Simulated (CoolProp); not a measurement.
A simple Rankine cycle with vinyl chloride: condensing at 321.15 K, boiler at 2.03 MPa, turbine inlet 381.5 K, turbine efficiency 0.65, pump efficiency 0.7, no recuperator. Each further row changes one setting.

The numbers come from the reference Helmholtz-energy equation of state, Thol 2022 in CoolProp.

| case | thermal efficiency (%) | net work (kJ/kg) | heat in (kJ/kg) | turbine exit temperature (K) | volume ratio over the turbine |
|---|---|---|---|---|---|
| as stated | 7.0 | 23.5 | 338 | [?] | 2.71 |
| turbine inlet 401.5 K | 7.2 | [?] | 364 | [?] | 2.67 |
| condensing temperature 313.15 K | 8.1 | 28.4 | 351 | 327.4 | [?] |
| boiler pressure 1.42 MPa | 4.8 | [?] | 351 | [?] | [?] |
| turbine efficiency 0.55 | 5.8 | 19.6 | 338 | 339.2 | 2.75 |

Problem. What belongs in the gaps?

Solution. 
- as stated, turbine exit temperature (K): 335.4
- turbine inlet 401.5 K, net work (kJ/kg): 26.0
- turbine inlet 401.5 K, turbine exit temperature (K): 357.2
- condensing temperature 313.15 K, volume ratio over the turbine: 3.30
- boiler pressure 1.42 MPa, net work (kJ/kg): 16.9
- boiler pressure 1.42 MPa, turbine exit temperature (K): 354.1
- boiler pressure 1.42 MPa, volume ratio over the turbine: 1.87
